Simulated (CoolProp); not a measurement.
Saturation properties of ethanol (Tc = 241.6 °C, pc = 6268 kPa, ω = 0.644).

The numbers come from the reference Helmholtz-energy equation of state, Schroeder 2014 in CoolProp.

| T (°C) | p (kPa) | liquid density (kg/m³) | vapour density (kg/m³) | surface tension (mN/m) | liquid viscosity (µPa s) | liquid conductivity (mW/(m K)) |
|---|---|---|---|---|---|---|
| 43.95 | 21.86 | 768.5 | 0.3863 | 20.1 | 764 | 160 |
| 48.35 | 27.16 | 764.6 | 0.4743 | 19.6 | 708 | 159 |
| 52.65 | 33.35 | 760.7 | 0.5761 | 19.2 | 659 | 158 |
| 57.05 | 40.90 | 756.7 | 0.6987 | 18.8 | 613 | 158 |
| 61.45 | 49.85 | 752.6 | 0.8425 | 18.3 | 571 | 157 |
| 65.75 | 60.13 | 748.6 | 1.006 | 17.9 | 533 | 156 |
| 70.15 | 72.45 | 744.4 | 1.200 | 17.5 | 498 | 156 |
| 74.55 | 86.80 | 740.2 | 1.425 | 17.1 | 466 | 155 |
| 78.95 | 103.5 | 735.9 | 1.684 | 16.6 | 437 | 154 |
| 83.25 | 122.2 | 731.6 | 1.973 | 16.2 | 410 | 154 |

It boils at 78.4 °C under 1 atm.

Viscosity comes from a separate model (Kiselev 2005). Thermal conductivity comes from a separate model (Assael 2013). Surface tension comes from a separate correlation (Mulero 2012).
